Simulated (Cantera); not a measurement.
A closed system holds: 1 mol Nb, 8.3 mol N2O, equilibrated at 2175 K and 100000 Pa.

These are equilibrium values from Cantera (NASA tables, ideal gas, pure condensed phases), not measurements of a reactor. Candidate condensed phases: Nb, NbO, NbO2, Nb2O5; 12 gas species. Condensed phases not in the tables: the oxides between NbO2 and Nb2O5. The numbers say what is thermodynamically allowed, not how fast it happens.

Base state: N2 0.734, O2 0.252, NO 0.0126, O 0.00116, NO2 1.83e-5 (mole fractions); condensed: Nb2O5(l).

**Question.** What changes in the equilibrium state with this change: Nb replaced by Cr?

**Answer.** 
```tsv
species	before	after
N2	0.734	0.702
O2	0.252	0.283
NO	0.0126	0.0131
CrO2	0	0.000201
CrO3	0	9.09e-5
NO2	1.83e-5	2.01e-5
O	0.00116	0.00123
Nb2O5(l), mol	0.500	0
Cr2O3(s), mol	0	0.498
```
Further candidate phases: Cr, CrN, Cr2N, Cr2O3.
